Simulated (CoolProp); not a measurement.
The fluid at 293.15 K and 9.25 MPa is throttled through a valve to 0.872 MPa with no heat exchange. The same conditions are run with several fluids, on thermodynamics alone (safety and materials aside).

The numbers come from the reference Helmholtz-energy equation of state of each fluid (CH3F (R41): Lemmon 2006; water: Wagner 2002; decamethyltetrasiloxane (MD2M): Thol 2017; n-perfluoropentane: Gao 2022; n-perfluorohexane: Gao 2022) in CoolProp.

```csv
fluid,temperature change (K),final phase,final density (kg/m³)
CH3F (R41),-48.2,(withheld),58.1
water,+1.9,liquid,998
decamethyltetrasiloxane (MD2M),+3.8,liquid,(withheld)
n-perfluoropentane,(withheld),liquid,(withheld)
n-perfluorohexane,+2.5,liquid,1690
```

Q: Fill in the missing entries.

A: 
- CH3F (R41), final phase: two-phase, vapour fraction 0.283
- decamethyltetrasiloxane (MD2M), final density (kg/m³): 851
- n-perfluoropentane, temperature change (K): +2.3
- n-perfluoropentane, final density (kg/m³): 1620
